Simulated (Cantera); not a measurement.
Input: 1 mol PbO, 0.91 mol CH4, 0.18 mol H2, at 7500 Pa.

Method: chemical equilibrium by Gibbs-energy minimisation in Cantera with the NASA 1993 tables (ideal gas, pure condensed phases). Candidate condensed phases: C, C6H6, C7H8, C8H18, H2O, Pb, PbO, PbO2, Pb3O4; 113 gas species. The numbers say what is thermodynamically allowed, not how fast it happens.

### Question
At 1675 K, list the 7 most abundant gas species with their mole fractions, and the condensed phases.

### Answer
H2 0.491, Pb 0.256, CO 0.230, H2O 0.0202, CO2 0.00285, H 0.000297, Pb2 4.98e-5. Condensed: gas only.
